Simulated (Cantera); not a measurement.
Input: 1 mol SiO2, 6.2 mol CO, 1.3 mol H2, at 750 Torr.

These are equilibrium values from Cantera (NASA tables, ideal gas, pure condensed phases), not measurements of a reactor. Candidate condensed phases: C, C6H6, C7H8, C8H18, H2O, Si, SiC, SiO2; 123 gas species. The tables hold silica as quartz up to 1696 K and as liquid above; real silica turns to tridymite and cristobalite and melts near 1996 K. Equilibrium is a limit: real reactors are often held back by kinetics, nucleation or transport.

Over these rows the condensed part is C(graphite) + SiO2(β-quartz). Partial pressures as log10 of bar:

```
T (K)  1000/T (1/K)  log p CH4  log p CO  log p H2
-----  ------------  ---------  --------  --------
1073         0.9320      -2.87     -0.13     -0.77
1173         0.8525      -3.24     -0.09     -0.77
1273         0.7855          ?     -0.09     -0.76
1373         0.7283      -3.82     -0.08     -0.76
1473         0.6789      -4.06     -0.08     -0.76
1573         0.6357      -4.26     -0.08     -0.76
```

**Question.** Fit log p(CH4) = a + b·(1000/T) to the five rows, give the apparent enthalpy, and predict the row at 1273 K.

**Answer.** Means: 1000/T = 0.7655, log p = -3.650. Sxy = 0.286548, Sxx = 0.0610227, so b = 4.70 and a = -3.650 − (4.70)×0.7655 = -7.25.
Apparent enthalpy: −19.145 × (4.70) = -90 kJ/mol. With the condensed phases at unit activity, C(graphite) + 2 H2(g) = CH4(g) links this pressure to the main gases: over the six rows their terms move log p by +0.02 in all, so the slope is close to that reaction's ΔH°. The five rows lie within 0.01 of the line.
Prediction at 1273 K: -7.25 + (4.70)×0.7855 = -3.56. The computed value is -3.55, 0.01 from the line.
